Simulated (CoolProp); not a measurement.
Acetone along the isotherm 360.7 K: density (kg/m³) from the reference equation and from simpler models built on Tc = 508.1 K, pc = 4.692 MPa, ω = 0.307; each cubic takes its own stable root.

The numbers come from the reference Helmholtz-energy equation of state, Lemmon 2006 in CoolProp. It is a short technical equation, of lower accuracy than the large ones.

| p (MPa) | phase | reference | Redlich-Kwong | Soave-Redlich-Kwong | Peng-Robinson |
|---|---|---|---|---|---|
| 0.0742 | gas | 1.472 | 1.458 | 1.460 | 1.461 |
| 0.169 | gas | 3.470 | 3.384 | 3.399 | 3.405 |
| 0.384 | liquid | 710.4 | 8.060 | 555.3 | ___ |
| 0.875 | liquid | 711.3 | 529.4 | 556.3 | 629.7 |
| 1.99 | liquid | 713.2 | 532.6 | 558.5 | ___ |
| 4.53 | liquid | 717.5 | 539.3 | 563.3 | 636.6 |
| 10.3 | liquid | ___ | 552.4 | 573.0 | 646.0 |
| 23.5 | liquid | 743.5 | 574.8 | 590.4 | 663.2 |

Task: Fill in the missing entries.

Result: 
- 0.384, Peng-Robinson: 628.8
- 1.99, Peng-Robinson: 631.9
- 10.3, reference: 726.4

At some of these states Redlich-Kwong gives the other phase, because its saturation line lies elsewhere.
